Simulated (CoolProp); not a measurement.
Vapour-liquid equilibrium of p-xylene (1) + n-nonane (2) at 5.07 bar; x and y are mole fractions of (1).

Computed with CoolProp (multi-fluid Helmholtz-energy mixture model, Zhou 2012 and Lemmon 2006; pair parameters Bell 2016).

```tsv
x	bubble temperature, mixture model (K)	bubble temperature, Raoult's law (K)	y, mixture model	y, Raoult's law
0.05	496.4	496.5	0.061	0.063
0.2	494.1	494.3	0.235	0.241
0.35	492.0	492.3	0.396	0.407
0.5	490.0	490.2	0.548	0.561
0.65	488.1	488.3	0.692	0.704
0.8	486.3	486.4	0.829	0.837
0.95	484.5	484.6	0.959	0.961
```

The largest gap from Raoult's law is -0.3 K in bubble temperature, at x = 0.35. No azeotrope shows between x = 0.05 and 0.95.

Pair parameters are fitted to limited data, so mixtures are less certain than the pure fluids.
